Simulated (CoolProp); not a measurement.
Saturation properties of R1132(E).

Model: reference Helmholtz-energy equation of state, Akasaka 2024, in CoolProp.

```csv
T (K),p (kPa),liquid density (kg/m³),vapour density (kg/m³),enthalpy of vaporisation (kJ/kg),liquid cp (kJ/(kg K))
267.6,684.3,1019,22.55,258.1,1.724
270.6,753.5,1010,24.80,254.4,1.736
273.7,830.3,1001,27.32,250.4,1.749
276.7,910.1,991.1,29.95,246.5,1.763
279.7,995.5,981.5,32.80,242.4,1.779
282.8,1090,971.3,35.97,238.1,1.797
285.8,1187,961.2,39.28,233.8,1.816
288.8,1291,950.9,42.86,229.4,1.838
291.9,1405,939.8,46.85,224.7,1.862
294.9,1522,928.8,51.03,219.9,1.888
297.9,1647,917.4,55.55,215.0,1.917
```
